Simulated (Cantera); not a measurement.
Ignition delay

Mixture: 10.3 % CH₄, 12.8 % O₂, 76.9 % N₂, equivalence ratio 1.6, at 10.0 bar, adiabatic and at constant volume. Ignition delay is the time to a rise of 400 K.

Model: GRI-Mech 3.0 (53 species, 325 reactions), integrated in Cantera.

```
T0 (K)  delay (ms)
------  ----------
1225          6.53
1325          2.08
1425         0.716
1525         0.261
1625         0.101
1725        0.0423
1825        0.0194
```

```yaml
apparent activation energy between 1625 and 1825 K: 200 kJ/mol
```
